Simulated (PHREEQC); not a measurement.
A solution holds 2.2 mol/kgw NaBr, 0.27 mol/kgw SrCl2 and 0.0019 mol/kgw H4SiO4, at 25 °C. It is in equilibrium with CO2 at log p = 0 (atm). Otherwise closed; pH follows from the charge balance.

Computed with PHREEQC (Pitzer model, pitzer.dat).

```tsv
quantity	before	after
pH	3.53	3.74
HCO3- (mol/kgw)	0.000151	0.000198
CO3-2 (mol/kgw)	4.95e-10	7.61e-10
SI of Halite (NaCl)	-1.76	-2.56
SI of Nahcolite (NaHCO3)	-3.60	-4.17
```

Problem. Which change was made?
A. H4SiO4 left out
B. SrCl2 from 0.27 to 1.35 mol/kgw
C. NaBr from 2.2 to 0.44 mol/kgw
D. diluted 5-fold with water
E. diluted 10-fold with water

Solution. C, NaBr from 2.2 to 0.44 mol/kgw

Precipitation was switched off in this run. Some of these states are supersaturated (in SiO2(a), for instance). In brines, pH and single-ion activities rest on the MacInnes convention.
